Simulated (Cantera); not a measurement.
Input (Python, Cantera) and output of one run.

```python
import numpy as np
import cantera as ct

gas_names = [...]  # 110 gases of nasa_gas.yaml made of C, H, O
cond_names = """
    C(gr) C6H6(L) C7H8(L) C8H18(L),n-octa H2O(s) H2O(L)
""".split()


# ... load() reads the species with a 1 bar reference pressure and builds the phases ...
atoms = {
    'CH3OH': {'C': 1, 'H': 4, 'O': 1},
    'H2': {'H': 2},
}
top_T = {'C(gr)': 4500}  # K; cautious upper limits of use, not melting points


# ... equilibrate(T, P, feed) seeds the gas with the atoms and calls Mixture.equilibrate('TP', solver="vcs", rtol=1e-11, max_steps=5000) ...
results = []
feed = {'CH3OH': 1, 'H2': 17}  # mol
T = 1173  # K
for P in [10, 46, 220, 1000, 4600, 22000, 100000, 460000, 2200000, 10000000]:
    mix = equilibrate(T, P, feed)
    results.append((T, P, feed, dict(zip(mix.species_names, mix.species_moles))))

top = {s: max(r[3][s] / sum(r[3][g] for g in gas_names) for r in results) for s in gas_names}
cols = sorted((s for s in top if top[s] > 0.001), key=lambda s: -top[s])[:6]
seen = [c for c in cond_names if any(r[3].get(c, 0) > 1e-12 for r in results)]
print("log10 of partial pressures in bar; condensed amounts in mol")
print(f"{'P/Pa':>10s}" + "".join(f"{s[:9]:>10s}" for s in cols + seen))
for T, P, feed, n in results:
    ng = sum(n[g] for g in gas_names)
    print(f"{P:10.4g}" + "".join(f"{np.log10(max(n[s] / ng * P / 1e5, 1e-99)):10.3f}" for s in cols)
          + "".join(f"{n.get(c, 0):10.4g}" for c in seen))
```

It prints:

```
log10 of partial pressures in bar; condensed amounts in mol
      P/Pa        H2       CH4       H2O        CO
        10    -4.022   -10.260   -10.269    -5.301
        46    -3.360    -8.931    -8.947    -4.638
       220    -2.680    -7.571    -7.588    -3.959
      1000    -2.022    -6.256    -6.273    -3.301
      4600    -1.360    -4.931    -4.949    -2.640
   2.2e+04    -0.680    -3.577    -3.594    -1.969
     1e+05    -0.025    -2.282    -2.298    -1.346
   4.6e+05     0.631    -1.045    -1.057    -0.834
   2.2e+06     1.297     0.002    -0.001    -0.727
     1e+07     1.949     0.739     0.739    -1.209
```

Equilibrium computed with Cantera from the NASA thermochemical tables; the gas is ideal and each condensed phase is pure. The ideal-gas law is rough above about 30 bar.
